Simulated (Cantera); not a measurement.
A closed system holds: 1 mol NiS, 4 mol H₂, at 1525 K and 2700 Pa.

Method: chemical equilibrium by Gibbs-energy minimisation in Cantera with the NASA 1993 tables (ideal gas, pure condensed phases). Candidate condensed phases: Ni, NiS, NiS₂, Ni₃S₂, Ni₃S₄, S; 9 gas species. Equilibrium is a limit: real reactors are often held back by kinetics, nucleation or transport.

Base state: H₂ 0.930, H₂S 0.0552, S₂ 0.0125, SH 0.00193, H 0.000139, S 3.69e-5 (mole fractions); condensed: Ni₃S₂(l).

Task: What changes in the equilibrium state with this change: pressure from 2700 Pa to 120000 Pa?

Result: 
```json
[
 {"species": "H₂", "before": "0.930", "after": "0.917"},
 {"species": "H₂S", "before": "0.0552", "after": "0.0816"},
 {"species": "S₂", "before": "0.0125", "after": "0.000633"},
 {"species": "S", "before": "3.69e-5", "after": "1.24e-6"},
 {"species": "H", "before": "0.000139", "after": "2.07e-5"},
 {"species": "SH", "before": "0.00193", "after": "0.000431"},
 {"species": "Ni₃S₂(l), mol", "before": "0.333", "after": "0.333"}
]
```
